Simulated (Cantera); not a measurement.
A closed system holds: 1 mol Ta2O5, 16 mol CO, 2.9 mol H2, at 10.0 mbar.

Method: chemical equilibrium by Gibbs-energy minimisation in Cantera with the NASA 1993 tables (ideal gas, pure condensed phases). Candidate condensed phases: C, C6H6, C7H8, C8H18, H2O, Ta, TaC, Ta2O5; 113 gas species. Mutual solubility and eutectic melting of coexisting phases are not modelled. TaC: taken at fixed stoichiometry. Condensed phases not in the tables: Ta2C, N, O or C dissolved in the metal. Equilibrium is a limit: real reactors are often held back by kinetics, nucleation or transport.

x: gas mole fraction; n: condensed amount in mol.

```tsv
T (K)	x CO	x H2	x H	x TaO2	x CO2	x H2O	x TaO	n TaC(s)	n Ta2O5(s)	n Ta(s)	n Ta2O5(l)
1225	0.846	0.153	1.22e-6	<1e-12	0.000464	0.000124	<1e-12	0.00317	0.998	0	0
1325	0.846	0.153	6.40e-6	<1e-12	0.000458	0.000155	<1e-12	0.00331	0.998	0	0
1425	0.846	0.153	2.67e-5	1.38e-11	0.000453	0.000187	<1e-12	0.00345	0.998	0	0
1525	0.846	0.153	9.26e-5	5.15e-10	0.000449	0.000219	8.80e-12	0.00360	0.998	0	0
1625	0.846	0.153	0.000276	1.21e-8	0.000445	0.000250	3.60e-10	0.00376	0.998	0	0
1725	0.846	0.153	0.000726	1.95e-7	0.000443	0.000281	9.50e-9	0.00391	0.998	0	0
1825	0.845	0.152	…	…	0.000440	…	…	0.00405	0.998	0	0
1925	0.844	0.151	…	…	0.000438	0.000337	…	0.00412	0.998	0	0
2025	0.843	0.149	0.00742	0.000148	0.000436	0.000360	2.39e-5	0.00373	0.997	0	0
2125	0.839	0.145	0.0138	0.000739	0.000488	0.000423	0.000147	0	0	0.00249	0.990
2225	0.833	0.138	0.0241	0.00234	0.000880	0.000784	0.000344	0	0	0	0.974
```

Problem. Complete the blanks.

Solution. 
- 1825, x H: 0.00172
- 1825, x TaO2: 2.29e-6
- 1825, x H2O: 0.000311
- 1825, x TaO: 1.73e-7
- 1925, x H: 0.00371
- 1925, x TaO2: 2.06e-5
- 1925, x TaO: 2.32e-6
